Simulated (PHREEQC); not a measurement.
## Silver or lead bath (model solution)

A solution holds 0.0037 mol Ag2SO4, 0.018 mol HNO3 and 0.054 mol Cu(NO3)2 per kg of water, at 25 °C. Closed to the air; pH follows from the charge balance.

All values are PHREEQC results (ion-association model, wateq4f.dat), not measurements.

No solid was allowed to form.

### Question
Predict the pH.

### Answer
pH 1.86.

### Question
In which forms is Ag present?

### Answer
Ag+ 96 %, AgNO3 3.1 %, AgSO4- 0.8 % of the Ag.
